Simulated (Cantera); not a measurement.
Thermodynamics of aluminium nitride and oxide growth, feed Al(CH₃)₃ + NH₃ + H₂

Feed: 1 mol Al(CH₃)₃, 35 mol NH₃, 3.4 mol H₂, equilibrated at 1800 °C and 98.0 mbar.

Method: chemical equilibrium by Gibbs-energy minimisation in Cantera with the NASA 1993 tables (ideal gas, pure condensed phases). Candidate condensed phases: Al, AlN, C, C₆H₆, C₇H₈, C₈H₁₈; 97 gas species. The feed counts by its element totals alone. The numbers say what is thermodynamically allowed, not how fast it happens.

```
Quantity                              Value
--------------------------------  ---------
x(H₂)                                 0.762
x(N₂)                                 0.216
x(HCN)                              0.00789
x(H)                                0.00734
x(Al)                               0.00549
x(C₂H₂ (acetylene))                0.000934
x(HNC)                             0.000510
x(AlH)                             0.000359
x(CH₄)                              2.00e-5
n(AlN(s))                         0.542 mol
n(C(graphite))                     2.19 mol
gas amount                        78.36 mol
log10 activity of Al(l) (absent)      -1.33
```
